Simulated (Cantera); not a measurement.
## Thermodynamics of boron, boron nitride and boron oxide, feed BCl3 + NH3 + N2

Input: 1 mol BCl3, 3.7 mol NH3, 2.1 mol N2, held at 0.490 bar.

These are equilibrium values from Cantera (NASA tables, ideal gas, pure condensed phases), not measurements of a reactor. Candidate condensed phases: B, BN, NH4Cl; 21 gas species. The tables' values for BCl, BCl2, BH2 are old estimates; treat these amounts as uncertain. Gases not in the tables: BHCl2. Rates play no part.

```tsv
T (°C)	x H2	x N2	x HCl	x BCl	x H	n BN(s)
652	0.386	0.329	0.286	<1e-12	2.31e-10	1.000
802	0.386	0.329	0.286	<1e-12	1.30e-8	1.000
952	0.386	0.329	0.286	4.85e-12	2.77e-7	1.000
1102	0.386	0.329	0.286	8.47e-10	3.04e-6	1.000
1252	0.386	0.329	0.286	5.28e-8	2.10e-5	0.999
1402	0.386	0.329	0.285	1.55e-6	0.000103	0.999
1552	0.386	0.329	0.284	2.58e-5	0.000391	0.996
1702	0.386	0.329	0.282	0.000276	0.00121	0.990
1852	0.386	0.329	0.276	0.00207	0.00322	0.961
2002	0.386	0.330	0.257	0.0111	0.00754	0.840
```
x: gas mole fraction; n: condensed amount in mol.

From 652 °C to 2002 °C the condensed part is BN(s).
